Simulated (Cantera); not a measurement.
Feed: 1 mol Al, 2.8 mol HCl, 38 mol H2, at 852 °C and 0.0100 bar.

Equilibrium computed with Cantera from the NASA thermochemical tables; the gas is ideal and each condensed phase is pure. Candidate condensed phases: Al, AlCl3; 12 gas species. The tables' values for AlCl2 are old estimates; treat these amounts as uncertain. The numbers say what is thermodynamically allowed, not how fast it happens.

Base state: H2 0.973, AlCl3 0.0208, AlCl 0.00283, HCl 0.00178, AlCl2 0.00106 (mole fractions); condensed: gas only.

### Question
What changes in the equilibrium state with this change: HCl from 2.8 to 16 mol?

### Answer
```
species   before    after
-------  -------  -------
H2         0.973    0.738
HCl      0.00178    0.243
AlCl3     0.0208   0.0187
AlCl     0.00283  1.03e-7
AlCl2    0.00106  6.08e-6
```
